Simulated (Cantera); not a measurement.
Charge: 1 mol Si, 1.3 mol HCl, 5.6 mol H2, held at 0.230 bar.

Method: chemical equilibrium by Gibbs-energy minimisation in Cantera with the NASA 1993 tables (ideal gas, pure condensed phases). Candidate condensed phases: Si; 19 gas species. Kinetics and transport are ignored.

Over these rows the condensed part is Si(s). Partial pressures as log10 of bar:

```
T (K)  1000/T (1/K)  log p SiCl2  log p H2  log p SiCl4  log p SiHCl3  log p HCl
-----  ------------  -----------  --------  -----------  ------------  ---------
823          1.2151        -5.93     -0.66        -2.10         -2.36      -3.32
898          1.1136        -5.09     -0.66        -2.10         -2.38      -2.95
973          1.0277            ?     -0.67        -2.12         -2.40      -2.63
1048         0.9542        -3.80     -0.67        -2.15         -2.43      -2.37
1123         0.8905        -3.30     -0.67        -2.20         -2.49      -2.15
1198         0.8347        -2.89     -0.68        -2.29         -2.56      -1.97
```

**Question.** Fit log p(SiCl2) = a + b·(1000/T) to the five rows, give the apparent enthalpy, and predict the row at 973 K.

**Answer.** Means: 1000/T = 1.0016, log p = -4.202. Sxy = -0.806624, Sxx = 0.1005718, so b = -8.02 and a = -4.202 − (-8.02)×1.0016 = 3.83.
Apparent enthalpy: −19.145 × (-8.02) = 154 kJ/mol. With the condensed phases at unit activity, 1/2 Si(s) + 1/2 SiCl4(g) = SiCl2(g) links this pressure to the main gases: over the six rows their terms move log p by -0.09 in all, so the slope is close to that reaction's ΔH°. The five rows lie within 0.03 of the line.
Prediction at 973 K: 3.83 + (-8.02)×1.0277 = -4.41. The computed value is -4.39, 0.02 from the line.
